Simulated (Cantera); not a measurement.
## Thermodynamics of silicon nitride deposition, feed SiHCl3 + NH3 + N2

Charge: 1 mol SiHCl3, a varied amount of NH3, 27 mol N2, held at 652 °C and 0.190 bar.

Method: chemical equilibrium by Gibbs-energy minimisation in Cantera with the NASA 1993 tables (ideal gas, pure condensed phases). Candidate condensed phases: NH4Cl, Si, Si3N4; 28 gas species. Equilibrium is a limit: real reactors are often held back by kinetics, nucleation or transport.

From 1.4 mol NH3 to 14 mol NH3 the condensed part is Si3N4(s). The main Si-bearing gas is SiCl4 throughout. The share of Si in condensed phases is highest at 14 mol NH3 (99.9 %) and lowest at 1.4 mol NH3 (85.3 %).

```
n(NH3) (mol)   x N2    x H2   x HCl   x SiCl4  n Si3N4(s)
------------  -----  ------  ------  --------  ----------
1.4           0.873  0.0449  0.0776   0.00473       0.284
3.5           0.796   0.122  0.0816  0.000832       0.323
5.5           0.740   0.185  0.0752  0.000274       0.330
7.6           0.692   0.239  0.0684  0.000118       0.332
9.7           0.653   0.284  0.0626   6.07e-5       0.332
12            0.618   0.325  0.0572   3.35e-5       0.333
14            0.592   0.355  0.0532   2.16e-5       0.333
```
x: gas mole fraction; n: condensed amount in mol.
